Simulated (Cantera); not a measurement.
Cantera run:

```python
import numpy as np
import cantera as ct

gas_names = [...]  # 92 gases of nasa_gas.yaml made of C, H, N
cond_names = """
    C(gr) C6H6(L) C7H8(L) C8H18(L),n-octa
""".split()


# ... load() reads the species with a 1 bar reference pressure and builds the phases ...
atoms = {
    'C6H6': {'C': 6, 'H': 6},
    'NH3': {'N': 1, 'H': 3},
    'H2': {'H': 2},
}
top_T = {'C(gr)': 4500}  # K; cautious upper limits of use, not melting points


# ... equilibrate(T, P, feed) seeds the gas with the atoms and calls Mixture.equilibrate('TP', solver="vcs", rtol=1e-11, max_steps=5000) ...
results = []
feed = {'C6H6': 1, 'NH3': 0.066, 'H2': 13}  # mol
T = 1200  # K
P = 1333.22  # Pa
mix = equilibrate(T, P, feed)
results.append((T, P, feed, dict(zip(mix.species_names, mix.species_moles))))
print(gas.report(threshold=1e-06))
for i in range(1, mix.n_phases):
    print(f"{mix.phase(i).name:16s} {mix.phase_moles(i):12.5e} mol")
```

Result:

```
       temperature   1200 K
          pressure   1333.2 Pa
           density   0.00027689 kg/m^3
  mean mol. weight   2.0722 kg/kmol
   phase of matter   gas

                          1 kg             1 kmol
                     ---------------   ---------------
          enthalpy        1.2936e+07        2.6806e+07  J
   internal energy        8.1215e+06        1.6829e+07  J
           entropy        1.0038e+05          2.08e+05  J/K
    Gibbs function       -1.0752e+08        -2.228e+08  J
 heat capacity c_p             15011             31105  J/K
 heat capacity c_v             10998             22791  J/K

                      mass frac. Y      mole frac. X     chem. pot. / RT
                     ---------------   ---------------   ---------------
               CH4         0.0016232        0.00020966           -46.395
                 H        8.3044e-07        1.7072e-06           -11.149
               HCN        4.3897e-05        3.3657e-06           -30.881
                H2           0.97069           0.99774           -22.297
                N2          0.027637         0.0020443           -35.864
     [  +87 minor]         2.729e-06        2.5776e-07

C(gr)             5.99656e+00 mol
```

These are equilibrium values from Cantera (NASA tables, ideal gas, pure condensed phases), not measurements of a reactor.
